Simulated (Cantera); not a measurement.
Input: 1 mol Fe₂O₃, 0.78 mol CH₄, 1.2 mol N₂, equilibrated at 1073.15 K.

Points: P (Pa) = 10, 100, 1000, 10000, 100000, 1e+06.

Cantera's Mixture.equilibrate('TP', solver="vcs", rtol=1e-11, max_steps=5000) on the NASA tables stopped like this:

```
*******************************************************************************
CanteraError thrown by VCS_SOLVE::solve_tp_inner:
vcs_solve_TP: ERROR on step change wt[10:Fe(a)]: -5.551115123125783e-17 < 0.0
*******************************************************************************
```

Task: What got this run through?

Result: Several could match; the one computed here: The failure is numerical, not chemical. The same input converged with solver="gibbs", rtol=1e-10, max_steps=50000, and the result passed a check of the equilibrium conditions:
```
log10 of partial pressures in bar; condensed amounts in mol
      P/Pa        N2        H2        CO       H2O       CH4     Fe(a)    FeO(s)
        10    -4.470    -4.440    -4.747    -5.112   -15.179    0.1995     1.801
       100    -3.470    -3.440    -3.747    -4.112   -12.179    0.1995     1.801
      1000    -2.470    -2.440    -2.747    -3.112    -9.179    0.1995     1.801
     1e+04    -1.470    -1.440    -1.747    -2.112    -6.179    0.1994     1.801
     1e+05    -0.469    -0.440    -0.748    -1.113    -3.181    0.1959     1.804
     1e+06     0.566     0.505     0.199    -0.143    -0.367         0         2
```

The gas is ideal and each condensed phase is pure. Mutual solubility and eutectic melting of coexisting phases are not modelled. The tables' stoichiometric FeO is somewhat more stable than real wüstite, so its field is too wide. FeO: taken at fixed stoichiometry.
